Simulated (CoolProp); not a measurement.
Vapour pressure (MPa) of nitrous oxide: the reference equation beside estimates from Tc = 309.5 K, pc = 7.245 MPa, ω = 0.161.

The numbers come from the reference Helmholtz-energy equation of state, Lemmon 2006 in CoolProp. It is a short technical equation, of lower accuracy than the large ones.

```csv
T (K),reference,Lee-Kesler,Redlich-Kwong,Peng-Robinson
205.8,0.3090,0.3092,0.4040,0.3104
211.6,0.4017,0.4023,0.5172,0.4023
217.4,0.5142,0.5152,0.6518,0.5138
223.1,0.6462,0.6479,0.8071,0.6447
228.9,0.8051,0.8073,0.9906,0.8025
234.6,0.9879,0.9905,1.198,0.9842
240.4,1.204,1.206,1.438,1.199
246.1,1.448,1.450,1.705,1.442
251.9,1.731,1.733,2.010,1.726
257.6,2.047,2.049,2.345,2.043
263.4,2.410,2.410,2.722,2.408
269.2,2.817,2.816,3.138,2.818
```

Absolute difference from the reference over all 12 rows, mean and median: Lee-Kesler 0.1 and 0.1 %, Redlich-Kwong 20.6 and 20.4 %, Peng-Robinson 0.3 and 0.3 %.
